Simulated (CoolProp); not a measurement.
Computed with CoolProp (reference Helmholtz-energy equation of state, Platzer 1990). This equation is an older, rougher fit; its heat capacities, sound speeds and derivatives of the liquid may be far off and weren't checked against measurements.

**Question.** Give the vapour pressure (kPa), liquid density (kg/m³), enthalpy of vaporisation (kJ/kg) of saturated CF4 (R14) at 192.1 K.

**Answer.** 
```json
[
 {"T (K)": "192.1", "p (kPa)": "1160", "liquid density (kg/m³)": "1310", "enthalpy of vaporisation (kJ/kg)": "99.3"}
]
```
